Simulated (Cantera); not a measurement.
A closed system holds: 1 mol TiC, 0.086 mol C, 0.39 mol H2, held at 2648.15 K and 3750 Torr.

Cantera equilibrium calculation (NASA polynomials, part measured and part estimated; ideal gas, pure solids and liquids). Candidate condensed phases: C, C6H6, C7H8, C8H18, Ti, TiC; 77 gas species. TiC: taken at fixed stoichiometry. The numbers say what is thermodynamically allowed, not how fast it happens.

Base state: H2 0.960, H 0.0204, C2H2 (acetylene) 0.0187, CH4 0.000552, CH3 0.000204, C4H2 0.000151, C2H4 3.98e-5, C2H 3.83e-5 (mole fractions); condensed: C(graphite) + TiC(s).

Q: What changes in the equilibrium state with this change: pressure from 3750 Torr to 24.8 Torr?

A: 
| species | before | after |
|---|---|---|
| H2 | 0.960 | 0.761 |
| H | 0.0204 | 0.223 |
| C2H2 (acetylene) | 0.0187 | 0.0148 |
| Ti | 1.90e-6 | 0.000288 |
| CH4 | 0.000552 | 2.29e-6 |
| C2H4 | 3.98e-5 | 1.65e-7 |
| C2 | 8.27e-8 | 1.25e-5 |
| C | 2.27e-7 | 3.45e-5 |
| C(graphite), mol | 0.0706 | 0.0723 |
| TiC(s), mol | 1.000 | 1.000 |
